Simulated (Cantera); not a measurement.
Si3N4 + C + N2 (sublimation and decomposition of ceramics)

Input: 1 mol Si3N4, 0.0038 mol C, 0.067 mol N2, at 3.10 Pa.

These are equilibrium values from Cantera (NASA tables, ideal gas, pure condensed phases), not measurements of a reactor. Candidate condensed phases: C, Si, SiC, Si3N4; 32 gas species. Ions and electrons are included (thermal ionisation). The tables' values for SiN are old estimates; treat these amounts as uncertain. Rates play no part.

From 2727 °C to 4727 °C nothing is condensed. The main Si-bearing gas is Si throughout.

| T (°C) | x Si | x N | x N2 | x e- | x Si+ |
|---|---|---|---|---|---|
| 2727 | 0.591 | 0.00159 | 0.406 | 0.000283 | 0.000283 |
| 2977 | 0.588 | 0.00703 | 0.402 | 0.00105 | 0.00105 |
| 3227 | 0.579 | 0.0248 | 0.389 | 0.00321 | 0.00321 |
| 3477 | 0.557 | 0.0717 | 0.354 | 0.00843 | 0.00843 |
| 3727 | 0.511 | 0.169 | 0.281 | 0.0192 | 0.0192 |
| 3977 | 0.438 | 0.312 | 0.172 | 0.0383 | 0.0383 |
| 4227 | 0.354 | 0.436 | 0.0728 | 0.0683 | 0.0683 |
| 4477 | 0.272 | 0.483 | 0.0226 | 0.111 | 0.111 |
| 4727 | 0.192 | 0.476 | 0.00638 | 0.163 | 0.163 |
x: gas mole fraction; nothing condenses.
